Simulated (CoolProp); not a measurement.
Values from CoolProp's reference Helmholtz-energy equation of state, Thol 2017.

Task: For octamethyltrisiloxane (MDM), give the phase and the cp (kJ/(kg K)), Joule-Thomson coefficient (K/MPa) at 193.05 °C and 0.0984 MPa.

Result: 
- 193.05 °C and 0.0984 MPa: gas; cp 1.87, Joule-Thomson coefficient 17.7
